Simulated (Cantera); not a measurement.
**Thermodynamics of nitride etching, feed Si₃N₄ + H₂O + H₂**

Charge: 1 mol Si₃N₄, 6.5 mol H₂O, 96 mol H₂, held at 1300 °C.

Method: chemical equilibrium by Gibbs-energy minimisation in Cantera with the NASA 1993 tables (ideal gas, pure condensed phases). Candidate condensed phases: H₂O, Si, SiO₂, Si₂N₂O, Si₃N₄; 35 gas species. The tables hold silica as quartz up to 1696 K and as liquid above; real silica turns to tridymite and cristobalite and melts near 1996 K. Equilibrium is a limit: real reactors are often held back by kinetics, nucleation or transport.

```tsv
P (Pa)	x H₂	x H₂O	x SiO	x N₂	x H	x OH	x NH₃	x SiO₂	n SiO₂(β-quartz)
1	0.909	0.0323	0.0277	0.0185	0.0123	1.58e-5	5.92e-11	1.49e-6	0
10	0.954	0.0137	0.00896	0.0189	0.00398	2.06e-6	6.44e-10	1.93e-7	2.05
100	0.971	0.00665	0.00188	0.0191	0.00127	3.14e-7	6.64e-9	1.93e-8	2.80
1000	0.975	0.00503	0.000249	0.0191	0.000402	7.50e-8	6.69e-8	1.93e-9	2.97
10000	0.976	0.00481	2.61e-5	0.0191	0.000127	2.27e-8	6.69e-7	1.93e-10	3.00
100000	0.976	0.00479	2.62e-6	0.0191	4.02e-5	7.13e-9	6.69e-6	1.93e-11	3.00
```
x: gas mole fraction; n: condensed amount in mol.

At 1.00 Pa nothing is condensed. From 10.0 Pa to 1.00 bar the condensed part is SiO₂(β-quartz). The main Si-bearing gas is SiO throughout. The share of Si in condensed phases is highest at 1.00 bar (100.0 %) and lowest at 1.00 Pa (0.0 %).
